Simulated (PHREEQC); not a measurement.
A made-up water analysis in mmol/kgw, 10 °C, pH 1.89, pe 12.5: Na 109; K 0.0449; Ca 2.66; Mg 4.6; Cl 14.2; S(6) 57.8; Al 0.0703; Br 2.32; B 0.021; Cu(2) 0.375; O(0) (counted as O atoms) 0.52.

Valence states are taken as typed.

The numbers come from PHREEQC with the ion-association model, phreeqc.dat.

| Item | Result |
|---|---|
| ionic strength | 0.158 mol/kgw |
| specific conductance | 9820 µS/cm |
| density | 1.008 g/cm³ |
| total alkalinity | -29.9 meq/kg |
| charge-balance error | 9.5 % |

| species | molality | activity | log γ |
|---|---|---|---|
| Na+ | 0.104 | 0.0792 | -0.116 |
| SO4-2 | 0.0353 | 0.0115 | -0.486 |
| H+ | 0.0159 | 0.0129 | -0.091 |
| Cl- | 0.0142 | 0.0105 | -0.132 |
| HSO4- | 0.0140 | 0.0106 | -0.118 |
| NaSO4- | 0.00541 | 0.00414 | -0.116 |
| Mg+2 | 0.00280 | 0.00104 | -0.430 |
| Br- | 0.00232 | 0.00167 | -0.142 |
| MgSO4 | 0.00180 | 0.00187 | 0.016 |
| Ca+2 | 0.00159 | 0.000558 | -0.454 |
| CaSO4 | 0.000980 | 0.00102 | 0.016 |

Precipitation was switched off in this run. Constants without temperature data keep their 25 °C values here.
